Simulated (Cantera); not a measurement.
A Cantera script and its output.

```python
import numpy as np
import cantera as ct

gas = ct.Solution("gri30.yaml")


def delay(T, t_max=10):
    gas.TPX = T, 490000, {'CO': 1, 'H2': 0.054, 'O2': 1.1, 'N2': 3.18}
    reactor = ct.IdealGasConstPressureReactor(gas, clone=False)
    net = ct.ReactorNet([reactor])
    net.rtol, net.atol = 1e-8, 1e-16
    while net.time < t_max:
        t_old, T_old = net.time, reactor.T
        net.step()
        if reactor.T > T + 400:  # ignition: a rise of 400 K
            return t_old + (T + 400 - T_old) / (reactor.T - T_old) * (net.time - t_old)
    return np.nan


taus = []
for T in [1300, 1400, 1500, 1600, 1700, 1800, 1900, 2000]:
    taus.append(delay(T))
    print(f"T0 = {T:6g} K   tau = {taus[-1]:.4e} s")
```

Output:

```
T0 =   1300 K   tau = 3.6894e-05 s
T0 =   1400 K   tau = 2.5017e-05 s
T0 =   1500 K   tau = 1.9702e-05 s
T0 =   1600 K   tau = 1.6906e-05 s
T0 =   1700 K   tau = 1.5372e-05 s
T0 =   1800 K   tau = 1.4602e-05 s
T0 =   1900 K   tau = 1.4369e-05 s
T0 =   2000 K   tau = 1.4557e-05 s
```

Computed with Cantera and GRI-Mech 3.0 (53 species, 325 reactions). The hydrogen kinetics of GRI-Mech 3.0 are dated; newer H2 mechanisms differ, most at raised pressure. Where the delays flatten at high temperature, the 400 K rule measures the pace of heat release, not the induction time.
